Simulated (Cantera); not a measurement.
Input: 1 mol C6H6, 27 mol H2, held at 14.0 bar.

Cantera equilibrium calculation (NASA polynomials, part measured and part estimated; ideal gas, pure solids and liquids). Candidate condensed phases: C, C6H6, C7H8, C8H18; 76 gas species. Rates play no part.

Task: What share of the C ends up in condensed phases as a function of T (K), at 848, 998, 1148, 1298, 1448, 1598, 1748, 1898, 2048, 2198, 2348, 2498?

Result: 
| T (K) | C condensed (%) | as |
|---|---|---|
| 848 | 0.0 | - |
| 998 | 0.0 | - |
| 1148 | 13.7 | C(graphite) |
| 1298 | 57.9 | C(graphite) |
| 1448 | 79.4 | C(graphite) |
| 1598 | 89.1 | C(graphite) |
| 1748 | 93.6 | C(graphite) |
| 1898 | 95.7 | C(graphite) |
| 2048 | 96.3 | C(graphite) |
| 2198 | 95.5 | C(graphite) |
| 2348 | 93.1 | C(graphite) |
| 2498 | 88.1 | C(graphite) |
